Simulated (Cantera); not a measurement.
Equilibrium for silicon epitaxy and polysilicon growth: SiHCl3 + Cl2 + N2

Input: 1 mol SiHCl3, 0.026 mol Cl2, 110 mol N2, equilibrated at 12.0 Torr.

Equilibrium computed with Cantera from the NASA thermochemical tables; the gas is ideal and each condensed phase is pure. Candidate condensed phases: NH4Cl, Si, Si3N4; 28 gas species. N2 is the only nitrogen source here; it is nearly inert below about 1500 K, so the nitride shown seldom forms there in practice. The tables' values for SiCl3 are old estimates; treat these amounts as uncertain. Rates play no part.

```json
[
 {"T (K)": "1000", "x N2": "0.987", "x HCl": "0.00842", "x SiCl2": "4.33e-7", "x SiCl4": "0.00475", "n Si3N4(s)": "0.157"},
 {"T (K)": "1050", "x N2": "0.987", "x HCl": "0.00847", "x SiCl2": "2.17e-6", "x SiCl4": "0.00473", "n Si3N4(s)": "0.157"},
 {"T (K)": "1100", "x N2": "0.986", "x HCl": "0.00850", "x SiCl2": "9.35e-6", "x SiCl4": "0.00469", "n Si3N4(s)": "0.157"},
 {"T (K)": "1150", "x N2": "0.986", "x HCl": "0.00853", "x SiCl2": "3.52e-5", "x SiCl4": "0.00462", "n Si3N4(s)": "0.156"},
 {"T (K)": "1200", "x N2": "0.986", "x HCl": "0.00855", "x SiCl2": "0.000117", "x SiCl4": "0.00448", "n Si3N4(s)": "0.154"},
 {"T (K)": "1250", "x N2": "0.986", "x HCl": "0.00856", "x SiCl2": "0.000349", "x SiCl4": "0.00420", "n Si3N4(s)": "0.148"},
 {"T (K)": "1300", "x N2": "0.986", "x HCl": "0.00855", "x SiCl2": "0.000917", "x SiCl4": "0.00369", "n Si3N4(s)": "0.134"},
 {"T (K)": "1350", "x N2": "0.985", "x HCl": "0.00852", "x SiCl2": "0.00209", "x SiCl4": "0.00285", "n Si3N4(s)": "0.109"},
 {"T (K)": "1400", "x N2": "0.984", "x HCl": "0.00842", "x SiCl2": "0.00398", "x SiCl4": "0.00177", "n Si3N4(s)": "0.0714"},
 {"T (K)": "1450", "x N2": "0.983", "x HCl": "0.00822", "x SiCl2": "0.00614", "x SiCl4": "0.000815", "n Si3N4(s)": "0.0306"},
 {"T (K)": "1500", "x N2": "0.983", "x HCl": "0.00790", "x SiCl2": "0.00778", "x SiCl4": "0.000299", "n Si3N4(s)": "0"},
 {"T (K)": "1550", "x N2": "0.982", "x HCl": "0.00815", "x SiCl2": "0.00797", "x SiCl4": "0.000202", "n Si3N4(s)": "0"}
]
```
x: gas mole fraction; n: condensed amount in mol.

From 1000 K to 1450 K the condensed part is Si3N4(s). From 1500 K to 1550 K nothing is condensed. The main Si-bearing gas is SiCl4 at 1000 K and SiCl2 at 1550 K.
